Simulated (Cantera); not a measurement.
Input: 1 mol SiCl4, 1.2 mol Cl2, 2.5 mol H2, held at 1100 K and 0.970 bar.

These are equilibrium values from Cantera (NASA tables, ideal gas, pure condensed phases), not measurements of a reactor. Candidate condensed phases: Si; 19 gas species. The tables' values for SiCl3 are old estimates; treat these amounts as uncertain. Equilibrium is a limit: real reactors are often held back by kinetics, nucleation or transport.

Base state: HCl 0.512, H2 0.275, SiCl4 0.211, SiHCl3 0.00167, SiCl3 0.000181 (mole fractions); condensed: gas only.

Task: What changes in the equilibrium state with this change: temperature from 1100 K to 1273 K?

Result: 
```
species    before     after
-------  --------  --------
HCl         0.512     0.517
H2          0.275     0.271
SiCl4       0.211     0.206
SiCl2     2.15e-6  0.000165
SiCl3    0.000181   0.00228
SiH2Cl2   1.58e-6   1.25e-5
SiHCl3    0.00167   0.00430
```
